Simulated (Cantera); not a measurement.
Input: 1 mol HgO, 1.7 mol O2, a varied amount of H2, held at 848 K and 0.280 bar.

Equilibrium computed with Cantera from the NASA thermochemical tables; the gas is ideal and each condensed phase is pure. Candidate condensed phases: H2O, Hg, HgO; 10 gas species. Kinetics and transport are ignored.

At 9.2 mol H2, list the 3 most abundant gas species with their mole fractions, and the condensed phases.

H2 0.471, H2O 0.431, Hg 0.0980. Condensed: gas only.
